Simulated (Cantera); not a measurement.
Cantera with NASA thermochemical tables; ideal gases at 1 bar, condensed phases pure. Values are per mole of reaction as written; species without (g) are pure solids or liquids, kept so even where they would boil at 1 bar.

Task: Between 625 and 875 K, where is each reaction favourable under standard conditions?
- CsOH + F(g) = Cs + HF(g) + O(g)

Result: 
- CsOH + F(g) = Cs + HF(g) + O(g): ΔG° is 215 kJ at 625 K and 182 kJ at 875 K; it stays positive (K < 1). ΔH° is 292 kJ and ΔS° 126 J/K at 875 K.
